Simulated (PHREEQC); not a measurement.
A solution holds 0.019 mol Pb(NO3)2 and 0.032 mol Na2SO4 per kg of water, at 30 °C. Closed to the air; pH follows from the charge balance.

Model: ion-association model, phreeqc.dat, run in PHREEQC.

Q: The ionic strength comes out as 0.104 mol/kgw. What activity coefficients do NO3-, SO4-2, H+, Na+, Pb+2 get?

A: NO3- 0.75, SO4-2 0.36, H+ 0.82, Na+ 0.78, Pb+2 0.36.

Precipitation was switched off in this run. The solution is supersaturated, for example in Anglesite, so a real one may precipitate; this is no full list. Complexes and solids missing from the database can't appear.
